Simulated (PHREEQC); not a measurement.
Consider water at 20 °C with 54 mmol/kgw HCl. Closed to the air; pH follows from the charge balance.

Model: ion-association model, phreeqc.dat, run in PHREEQC.

This is a speciation only: nothing precipitates in the calculation.

### Question
What pH does the model give?

### Answer
pH 1.34.
